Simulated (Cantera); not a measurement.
Charge: 1 mol C3H6, 0.031 mol O2, 0.4 mol N2, held at 1773 K and 2.20 mbar.

These are equilibrium values from Cantera (NASA tables, ideal gas, pure condensed phases), not measurements of a reactor. Candidate condensed phases: C, C6H6, C7H8, C8H18, H2O; 136 gas species. Rates play no part.

Base state: H2 0.860, N2 0.114, CO 0.0179, H 0.00563, HCN 0.00168, C2H2 (acetylene) 0.000120, HNC 6.01e-5 (mole fractions); condensed: C(graphite).

### Question
What changes in the equilibrium state with this change: pressure from 2.20 mbar to 1 atm?

### Answer
```json
[
 {"species": "H2", "before": "0.860", "after": "0.865"},
 {"species": "N2", "before": "0.114", "after": "0.115"},
 {"species": "CO", "before": "0.0179", "after": "0.0179"},
 {"species": "H", "before": "0.00563", "after": "0.000263"},
 {"species": "CH4", "before": "1.37e-6", "after": "0.000638"},
 {"species": "C2H2 (acetylene)", "before": "0.000120", "after": "0.000121"},
 {"species": "HCN", "before": "0.00168", "after": "0.00169"},
 {"species": "HNC", "before": "6.01e-5", "after": "6.04e-5"},
 {"species": "C(graphite), mol", "before": "2.93", "after": "2.93"}
]
```
